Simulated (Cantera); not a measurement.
A closed system holds: 1 mol MgCl2, 0.43 mol H2, at 1700 K and 21.0 mbar.

Cantera equilibrium calculation (NASA polynomials, part measured and part estimated; ideal gas, pure solids and liquids). Candidate condensed phases: Mg, MgCl2; 10 gas species. The tables' values for MgH are old estimates; treat these amounts as uncertain. The numbers say what is thermodynamically allowed, not how fast it happens.

Base state: MgCl2 0.660, H2 0.272, HCl 0.0440, Mg 0.0203, MgCl 0.00332, H 0.000530, Cl 6.67e-5, MgH 1.92e-5 (mole fractions); condensed: gas only.

What changes in the equilibrium state with this change: pressure from 21.0 mbar to 1.10 Pa?


| species | before | after |
|---|---|---|
| MgCl2 | 0.660 | 0.396 |
| HCl | 0.0440 | 0.298 |
| Mg | 0.0203 | 0.163 |
| H2 | 0.272 | 0.0876 |
| Cl | 6.67e-5 | 0.0348 |
| H | 0.000530 | 0.0131 |
| MgH | 1.92e-5 | 2.00e-6 |
| MgCl | 0.00332 | 0.00727 |

What changes in the equilibrium state with this change: temperature from 1700 K to 775 K?


| species | before | after |
|---|---|---|
| H2 | 0.272 | 1.000 |
| MgCl2 | 0.660 | 2.37e-6 |
| HCl | 0.0440 | 5.68e-8 |
| Mg | 0.0203 | 2.84e-8 |
| MgCl | 0.00332 | <1e-9 |
| H | 0.000530 | <1e-9 |
| MgCl2(s), mol | 0 | 1.000 |

What changes in the equilibrium state with this change: temperature from 1700 K to 600 K?


| species | before | after |
|---|---|---|
| H2 | 0.272 | 1.00 |
| MgCl2 | 0.660 | <1e-9 |
| HCl | 0.0440 | <1e-9 |
| Mg | 0.0203 | <1e-9 |
| MgCl | 0.00332 | <1e-9 |
| H | 0.000530 | <1e-9 |
| Cl | 6.67e-5 | <1e-9 |
| MgCl2(s), mol | 0 | 1.00 |
